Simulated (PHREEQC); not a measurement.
Make-up at 25 °C: 0.0045 mol/kgw CuCl2 and 0.0056 mol/kgw NaNO3. Closed to the air; pH follows from the charge balance.

Computed with PHREEQC (ion-association model, wateq4f.dat).

```yaml
pH: 4.96
ionic_strength: 0.0190 mol/kgw
```

```tsv
species	molality	activity	log γ
Cl-	0.00894	0.00778	-0.060
NO3-	0.00560	0.00486	-0.062
Na+	0.00560	0.00490	-0.058
Cu+2	0.00442	0.00266	-0.221
CuCl+	6.38e-5	5.57e-5	-0.059
H+	1.24e-5	1.10e-5	-0.050
Cu2(OH)2+2	4.36e-6	2.54e-6	-0.235
CuOH+	2.76e-6	2.41e-6	-0.059
Cu(OH)2	4.53e-7	4.55e-7	0.002
CuCl2	2.32e-7	2.32e-7	0.002
OH-	1.04e-9	9.06e-10	-0.061
```

Precipitation was switched off in this run. Examples of supersaturated solids here: Atacamite. Others may be too.
